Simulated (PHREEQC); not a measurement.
Consider water at 89 °C with 0.11 mol HF, 0.00043 mol CsF, 4.4e-07 mol H4SiO4 and 0.00035 mol H3PO4 per kg of water. Closed to the air; pH follows from the charge balance.

Equilibrium calculation in PHREEQC: ion-association model, wateq4f.dat.

Precipitation was switched off in this run.

Question: Predict the pH, ionic strength.

Answer: pH 2.30; ionic strength 0.00587 mol/kgw.

Question: In which forms is F present?

Answer: HF 90 %, F- 3.7 %, H2F2 3.6 %, HF2- 3.0 % of the F.

H3PO4, which wateq4f.dat lacks, is added to it with the constant of phreeqc.dat. Away from 25 °C the constants follow the database's enthalpies or fits; those with neither stay at their 25 °C values. SiF6-2 is the database's only silicon fluoride.
